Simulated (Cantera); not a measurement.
Input: 1 mol AlN, 5.1 mol O₂, 9.4 mol H₂, held at 1473 K and 3.70e-5 bar.

Cantera equilibrium calculation (NASA polynomials, part measured and part estimated; ideal gas, pure solids and liquids). Candidate condensed phases: Al, AlN, Al₂O₃, H₂O; 35 gas species. Equilibrium is a limit: real reactors are often held back by kinetics, nucleation or transport.

Base state: H₂O 0.878, H₂ 0.0705, N₂ 0.0505, H 0.000552, OH 0.000179 (mole fractions); condensed: Al₂O₃(s).

Problem. What changes in the equilibrium state with this change: temperature from 1473 K to 1973.15 K?

Solution. 
| species | before | after |
|---|---|---|
| H₂O | 0.878 | 0.651 |
| H₂ | 0.0705 | 0.132 |
| H | 0.000552 | 0.0806 |
| O | 1.23e-6 | 0.0170 |
| O₂ | 7.19e-6 | 0.0364 |
| OH | 0.000179 | 0.0378 |
| N₂ | 0.0505 | 0.0444 |
| AlO₂H | 1.37e-9 | 2.56e-5 |
| NO | 1.58e-6 | 0.000703 |
| Al₂O₃(s), mol | 0.500 | 0.500 |
